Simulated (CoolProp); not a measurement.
A Linde-Hampson liquefier for carbon monoxide: isothermal reversible compression at 280 K from 1 atm to 10 MPa, throttling to 1 atm, return gas leaving the recuperator 0 K below the feed. Each further row changes one setting.

Computed with CoolProp (reference Helmholtz-energy equation of state, Lemmon 2006). It is a short technical equation, of lower accuracy than the large ones.

| case | liquid yield per pass | compression work (kJ/kg of gas) |
|---|---|---|
| as stated | 0.062 | 379 |
| high pressure 20 MPa | 0.104 | 436 |
| warm-end temperature 310 K | 0.046 | 422 |
| warm-end gap 5 K | 0.051 | 379 |
